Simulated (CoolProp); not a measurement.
Vapour-liquid equilibrium of benzene (1) + o-xylene (2) at 0.657 bar; x and y are mole fractions of (1).

Model: multi-fluid Helmholtz-energy mixture model, Thol 2012 and Zhou 2012; pair parameters Bell 2016, in CoolProp.

```tsv
x	bubble temperature, mixture model (K)	bubble temperature, Raoult's law (K)	y, mixture model	y, Raoult's law
0.05	395.8	394.5	0.201	0.236
0.125	386.7	385.3	0.446	0.471
0.2	378.2	377.8	0.619	0.622
0.275	370.7	371.6	0.734	0.723
0.35	364.5	366.3	0.811	0.794
0.425	359.4	361.7	0.862	0.846
0.5	355.3	357.7	0.897	0.885
0.575	351.9	354.2	0.922	0.914
0.65	349.1	351.1	0.940	0.938
0.725	346.8	348.2	0.955	0.956
0.8	344.8	345.6	0.968	0.971
0.875	342.9	343.3	0.980	0.984
0.95	341.0	341.1	0.992	0.994
```

The largest gap from Raoult's law is -2.4 K in bubble temperature, at x = 0.5. No azeotrope shows between x = 0.05 and 0.95.

The pair parameters rest on a limited set of measurements; away from them the model extrapolates. The gap from Raoult's law changes sign with composition, which may be real or a fault of the pair parameters; it wasn't checked against measurements.
